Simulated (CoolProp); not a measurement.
Ammonia at 389.59 K and 15.6 MPa flows at 1.2 m/s in a round tube of 1 mm bore and 0.25 µm roughness, fully developed (64/Re and Nu = 3.66 if laminar; Colebrook and Gnielinski if turbulent). Each further row changes one setting.

Values from CoolProp's reference Helmholtz-energy equation of state, Gao 2020.

```json
[
 {"case": "as stated", "Reynolds number": "8780", "Darcy friction factor": "0.0323", "pressure drop (Pa/m)": "10400", "heat-transfer coefficient (W/(m² K))": "10300", "mass flow (kg/h)": "1.52"},
 {"case": "velocity 2.4 m/s", "Reynolds number": "17600", "Darcy friction factor": "0.0272", "pressure drop (Pa/m)": "35200", "heat-transfer coefficient (W/(m² K))": "18700", "mass flow (kg/h)": "3.04"},
 {"case": "diameter 2 mm", "Reynolds number": "17600", "Darcy friction factor": "0.0270", "pressure drop (Pa/m)": "4360", "heat-transfer coefficient (W/(m² K))": "9290", "mass flow (kg/h)": "6.09"}
]
```

Viscosity comes from a separate model (Fenghour 1995). Thermal conductivity comes from a separate model (Tufeu 1984).
